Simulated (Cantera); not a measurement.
Charge: 1 mol TiC, 0.61 mol H₂, at 2175 K and 1.00 bar.

Equilibrium computed with Cantera from the NASA thermochemical tables; the gas is ideal and each condensed phase is pure. Candidate condensed phases: C, C₆H₆, C₇H₈, C₈H₁₈, Ti, TiC; 77 gas species. TiC: taken at fixed stoichiometry. Equilibrium is a limit: real reactors are often held back by kinetics, nucleation or transport.

Base state: H₂ 0.995, H 0.00487 (mole fractions); condensed: TiC(s).

Problem. What changes in the equilibrium state with this change: temperature from 2175 K to 2400 K?

Solution. 
```tsv
species	before	after
H₂	0.995	0.984
H	0.00487	0.0158
Ti	2.39e-6	1.70e-5
TiC(s), mol	1.000	1.000
```
